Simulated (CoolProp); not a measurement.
Saturation properties of diethyl ether (Tc = 467.9 K, pc = 3.717 MPa, ω = 0.282).

Values from CoolProp's reference Helmholtz-energy equation of state, Thol 2014.

| T (K) | p (MPa) | vapour Z | surface tension (mN/m) |
|---|---|---|---|
| 349.8 | 0.3687 | 0.8913 | 10.5 |
| 353.2 | 0.4030 | 0.8847 | [?] |
| 356.5 | 0.4384 | [?] | 9.79 |
| 359.9 | 0.4774 | 0.8709 | 9.42 |
| 363.2 | 0.5176 | 0.8637 | [?] |
| 366.6 | 0.5616 | 0.8560 | 8.69 |
| 369.9 | 0.6070 | 0.8483 | 8.33 |
| 373.3 | 0.6565 | 0.8400 | [?] |
| 376.6 | 0.7074 | 0.8317 | 7.61 |
| 380 | 0.7629 | 0.8228 | 7.25 |
| 383.4 | 0.8215 | 0.8136 | 6.90 |
| 386.7 | 0.8815 | [?] | 6.56 |
| 390.1 | [?] | 0.7943 | 6.21 |

Question: Some entries are withheld; supply them.

Answer: 
- 353.2, surface tension (mN/m): 10.2
- 356.5, vapour Z: 0.8780
- 363.2, surface tension (mN/m): 9.06
- 373.3, surface tension (mN/m): 7.96
- 386.7, vapour Z: 0.8043
- 390.1, p (MPa): 0.9467

It boils at 307.6 K under 1 atm.

Surface tension comes from a separate correlation (Mulero 2014).
